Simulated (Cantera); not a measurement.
An isothermal, constant-pressure homogeneous reactor starts with CH4 : N2 = 1 : 150 (molar parts), at 1850 K and 280 Pa. Integrator tolerance rtol = 1e-08.

Model: GRI-Mech 3.0 (53 species, 325 reactions), integrated in Cantera. GRI-Mech 3.0 stops at C3 and has no aromatics, soot or wall deposition, so with more carbon than oxygen in the feed, carbon stays in small species such as C2H2 where larger ones or solid carbon would form. Radical loss at walls, strong at low pressure, is not modelled.

Task: What does this change do: 6.6 parts H2O added?

Result: 
```csv
quantity,before,after
x(CH4) at 30.0 s,1.84e-7 (gas-phase equilibrium 1.03e-9),6.76e-6 (gas-phase equilibrium <1e-12)
x(HCN) at 30.0 s,9.76e-5 (gas-phase equilibrium 0.00636),2.54e-5 (gas-phase equilibrium 2.35e-12)
x(H2) at 30.0 s,0.00974 (gas-phase equilibrium 0.00937),0.0204 (gas-phase equilibrium 0.0200)
x(C2H6) at 30.0 s,<1e-12 (gas-phase equilibrium <1e-12),<1e-12 (gas-phase equilibrium <1e-12)
x(C2H2) at 30.0 s,0.00324 (gas-phase equilibrium 0.000102),1.31e-5 (gas-phase equilibrium <1e-12)
```

Task: What does this change do: 15 parts H2O added?

Result: 
```
quantity                                             before                                   after
-----------------  ----------------------------------------  --------------------------------------
x(CH4) at 30.0 s    1.84e-7 (gas-phase equilibrium 1.03e-9)  2.54e-9 (gas-phase equilibrium <1e-12)
x(HCN) at 30.0 s    9.76e-5 (gas-phase equilibrium 0.00636)  1.20e-6 (gas-phase equilibrium <1e-12)
x(H2) at 30.0 s     0.00974 (gas-phase equilibrium 0.00937)   0.0207 (gas-phase equilibrium 0.0204)
x(C2H6) at 30.0 s     <1e-12 (gas-phase equilibrium <1e-12)   <1e-12 (gas-phase equilibrium <1e-12)
x(C2H2) at 30.0 s  0.00324 (gas-phase equilibrium 0.000102)  4.05e-9 (gas-phase equilibrium <1e-12)
```
